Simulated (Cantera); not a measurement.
A closed system holds: 1 mol SiF4, 1.3 mol NH3, 19 mol N2, held at 1075 °C and 750 Torr.

These are equilibrium values from Cantera (NASA tables, ideal gas, pure condensed phases), not measurements of a reactor. Candidate condensed phases: Si, Si3N4; 37 gas species. The tables' values for SiF3 are old estimates; treat these amounts as uncertain. Equilibrium is a limit: real reactors are often held back by kinetics, nucleation or transport.

Base state: N2 0.869, H2 0.0854, SiF4 0.0434, HF 0.00139, SiHF3 0.000387, SiF3 0.000307 (mole fractions); condensed: Si3N4(s).

Q: What changes in the equilibrium state with this change: temperature from 1075 °C to 1150 °C?

A: 
| species | before | after |
|---|---|---|
| N2 | 0.869 | 0.869 |
| H2 | 0.0854 | 0.0850 |
| SiF4 | 0.0434 | 0.0428 |
| HF | 0.00139 | 0.00189 |
| SiF3 | 0.000307 | 0.000723 |
| SiHF3 | 0.000387 | 0.000527 |
| Si3N4(s), mol | 0.00130 | 0.00117 |
